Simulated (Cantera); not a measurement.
Input: 1 mol SiCl4, 0.29 mol Cl2, 34 mol H2, equilibrated at 1.33 mbar.

Equilibrium computed with Cantera from the NASA thermochemical tables; the gas is ideal and each condensed phase is pure. Candidate condensed phases: Si; 19 gas species. Gases not in the tables: Si2H6 and higher silanes. Kinetics and transport are ignored.

### Question
What share of the Si ends up in condensed phases as a function of T (°C), at 902, 952, 1002, 1052, 1102, 1152, 1202, 1252, 1302, 1352, 1402, 1452?

### Answer
```tsv
T (°C)	Si condensed (%)	as
902	26.3	Si(s)
952	25.3	Si(s)
1002	23.7	Si(s)
1052	22.0	Si(s)
1102	20.3	Si(s)
1152	18.6	Si(s)
1202	17.0	Si(s)
1252	15.5	Si(s)
1302	14.0	Si(s)
1352	12.4	Si(s)
1402	10.3	Si(s)
1452	10.1	Si(l)
```
